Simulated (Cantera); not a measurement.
What does this Cantera script print?

```python
import numpy as np
import cantera as ct

gas_names = """
    CL CL2 H HCL H2 Si SiCL SiCL2 SiCL3 SiCL4 SiH SiHCL3 SiH2 SiH2CL2 SiH3 SiH3CL SiH4 Si2 Si3
""".split()
cond_names = """
    Si(cr) Si(L)
""".split()


# ... load() reads the species with a 1 bar reference pressure and builds the phases ...
atoms = {
    'Si2H6': {'Si': 2, 'H': 6},
    'Cl2': {'CL': 2},
    'H2': {'H': 2},
    'HCl': {'H': 1, 'CL': 1},
}
top_T = {}  # K; cautious upper limits of use, not melting points


# ... equilibrate(T, P, feed) seeds the gas with the atoms and calls Mixture.equilibrate('TP', solver="vcs", rtol=1e-11, max_steps=5000) ...
results = []
feed = {'Si2H6': 1, 'Cl2': 0.015, 'H2': 810, 'HCl': 0.83}  # mol
T = 1450  # K
P = 570  # Pa
mix = equilibrate(T, P, feed)
results.append((T, P, feed, dict(zip(mix.species_names, mix.species_moles))))
print(gas.report(threshold=0.0001))
for i in range(1, mix.n_phases):
    print(f"{mix.phase(i).name:16s} {mix.phase_moles(i):12.5e} mol")
```

It prints:

```
       temperature   1450 K
          pressure   570 Pa
           density   9.7037e-05 kg/m^3
  mean mol. weight   2.0524 kg/kmol
   phase of matter   gas

                          1 kg             1 kmol
                     ---------------   ---------------
          enthalpy        1.6883e+07        3.4651e+07  J
   internal energy        1.1009e+07        2.2595e+07  J
           entropy        1.0763e+05         2.209e+05  J/K
    Gibbs function       -1.3918e+08       -2.8566e+08  J
 heat capacity c_p             15668             32157  J/K
 heat capacity c_v             11617             23843  J/K

                      mass frac. Y      mole frac. X     chem. pot. / RT
                     ---------------   ---------------   ---------------
                 H        6.1486e-05        0.00012519           -11.837
               HCL          0.018646         0.0010497           -44.985
                H2            0.9811           0.99882           -23.673
     [  +16 minor]        0.00018874        5.0403e-06

Si(cr)            1.99598e+00 mol
```

Cantera equilibrium calculation (NASA polynomials, part measured and part estimated; ideal gas, pure solids and liquids). The feed counts by its element totals alone.
